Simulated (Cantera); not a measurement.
Cantera run, input and output.

```python
import numpy as np
import cantera as ct

gas = ct.Solution("gri30.yaml")
gas.TPX = 350, 97000, {'CH4': 1, 'C2H6': 0.13, 'C3H8': 0.067, 'O2': 4.43, 'N2': 16.7}
inlet = ct.Reservoir(gas, clone=True)
gas.equilibrate("HP")  # start burning
reactor = ct.IdealGasConstPressureReactor(gas, energy="on", clone=False)
exhaust = ct.Reservoir(gas, clone=True)
tau = [0.36, 0.15, 0.064, 0.027, 0.012, 0.0049, 0.0021, 0.00088, 0.00037, 0.00016, 6.7e-05, 2.8e-05][0]
for a, b in ((inlet, reactor), (reactor, exhaust)):
    ct.MassFlowController(a, b, mdot=lambda t: reactor.mass / tau)
net = ct.ReactorNet([reactor])
show = ['CH4', 'C2H6', 'C3H8', 'NO2', 'NO', 'O2']

rows = []
print(f"{'tau/s':>10s}{'T/K':>9s}" + "".join(f"{s:>11s}" for s in show))
for tau in [0.36, 0.15, 0.064, 0.027, 0.012, 0.0049, 0.0021, 0.00088, 0.00037, 0.00016, 6.7e-05, 2.8e-05]:
    net.initial_time = 0.0
    net.advance(30 * tau)
    before = gas.X
    net.advance(40 * tau)
    drift = np.max(np.abs(gas.X - before) / (gas.X + 1e-9))
    rows.append([gas.T, *gas[show].X, drift])
    print(f"{tau:10.3e}{gas.T:9.1f}" + "".join(f"{x:11.3e}" for x in gas[show].X))
```

It prints:

```
     tau/s      T/K        CH4       C2H6       C3H8        NO2         NO         O2
 3.600e-01   1764.4  3.552e-06  1.006e-07  4.837e-08  3.636e-08  2.098e-05  7.287e-02
 1.500e-01   1761.7  6.319e-06  1.911e-07  9.538e-08  3.030e-08  1.719e-05  7.288e-02
 6.400e-02   1757.4  1.089e-05  3.461e-07  1.775e-07  2.524e-08  1.481e-05  7.291e-02
 2.700e-02   1750.3  1.886e-05  6.196e-07  3.225e-07  1.955e-08  1.261e-05  7.301e-02
 1.200e-02   1739.7  3.178e-05  1.062e-06  5.531e-07  1.440e-08  1.061e-05  7.323e-02
 4.900e-03   1721.2  5.767e-05  1.936e-06  9.947e-07  1.005e-08  8.827e-06  7.372e-02
 2.100e-03   1693.6  1.054e-04  3.516e-06  1.763e-06  7.327e-09  7.594e-06  7.464e-02
 8.800e-04   1649.7  2.128e-04  6.976e-06  3.395e-06  5.295e-09  6.257e-06  7.656e-02
 3.700e-04   1577.9  5.275e-04  1.687e-05  7.967e-06  3.394e-09  3.978e-06  8.092e-02
 1.600e-04    350.0  4.479e-02  5.823e-03  3.001e-03  4.642e-21  3.024e-21  1.984e-01
 6.700e-05    350.0  4.479e-02  5.823e-03  3.001e-03  8.000e-24  5.212e-24  1.984e-01
 2.800e-05    350.0  4.479e-02  5.823e-03  3.001e-03  5.053e-25  3.292e-25  1.984e-01
```

Cantera simulation using GRI-Mech 3.0 (53 species, 325 reactions); the numbers are that mechanism's predictions, not measurements.
